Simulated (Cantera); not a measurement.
Ammonia decomposition in nitride growth gas

An isothermal, constant-pressure homogeneous reactor starts with 12.8 % NH3, 87.2 % H2, at 1625 K and 0.987 atm.

Cantera simulation using the gas-phase N/H chemistry of the illustrative SiF4/NH3 mechanism in the Surface Chemkin manual (1991); the numbers are that mechanism's predictions, not measurements. Walls and surfaces, which speed up NH3 decomposition in real reactors, are not modelled.

```
t (s)      x NH3   x H2    x N2H2     x NH    x N2H4
--------  ------  -----  --------  -------  --------
0.000800   0.128  0.872  4.25e-10  3.11e-9  2.81e-10
0.00201    0.128  0.872   2.62e-9  1.77e-8   1.60e-9
0.00504    0.128  0.872   1.06e-8  6.48e-8   5.87e-9
0.0127     0.128  0.872   1.59e-8  9.36e-8   8.48e-9
0.0318     0.128  0.872   1.60e-8  9.45e-8   8.54e-9
0.0798     0.128  0.872   1.60e-8  9.43e-8   8.51e-9
0.200      0.127  0.872   1.58e-8  9.39e-8   8.44e-9
0.503      0.126  0.873   1.54e-8  9.30e-8   8.24e-9
1.26       0.122  0.875   1.46e-8  9.06e-8   7.79e-9
3.17       0.113  0.880   1.27e-8  8.52e-8   6.80e-9
7.97      0.0957  0.890   9.27e-9  7.41e-8   5.00e-9
20.0      0.0686  0.905   4.94e-9  5.55e-8   2.69e-9
```
x: mole fraction; the columns are a selection and need not sum to one.

Equilibrium at this temperature and pressure: NH3 9.44e-6, H2 0.943, N2H2 <1e-12, NH 8.55e-12, N2H4 <1e-12 (gas phase only).
